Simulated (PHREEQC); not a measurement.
A solution holds 0.52 mmol/kgw Na2SO4 and 25 mmol/kgw MnSO4, at 26 °C. Closed to the air; pH follows from the charge balance.

All values are PHREEQC results (ion-association model, phreeqc.dat), not measurements.

Precipitation was switched off in this run.

### Question
Order these S species by the share of S that they hold, largest first: MnSO4, NaSO4-, SO4-2.

### Answer
SO4-2 (65 %), MnSO4 (35 %), NaSO4- (0.14 %)

The pH is 6.45 and the ionic strength 0.0655 mol/kgw.
